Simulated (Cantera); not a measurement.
Input: 1 mol C, 1.1 mol O2, 66 mol H2, at 402 °C and 0.133 bar.

These are equilibrium values from Cantera (NASA tables, ideal gas, pure condensed phases), not measurements of a reactor. Candidate condensed phases: C, C6H6, C7H8, C8H18, H2O; 110 gas species. Kinetics and transport are ignored.

Base state: H2 0.951, H2O 0.0338, CH4 0.0154 (mole fractions); condensed: gas only.

Question: What changes in the equilibrium state with this change: H2 from 66 to 2.4 mol?

Answer: 
| species | before | after |
|---|---|---|
| H2O | 0.0338 | 0.394 |
| H2 | 0.951 | 0.256 |
| CO2 | 9.85e-7 | 0.212 |
| CO | 2.31e-6 | 0.0114 |
| CH4 | 0.0154 | 0.127 |
| C(graphite), mol | 0 | 0.0707 |
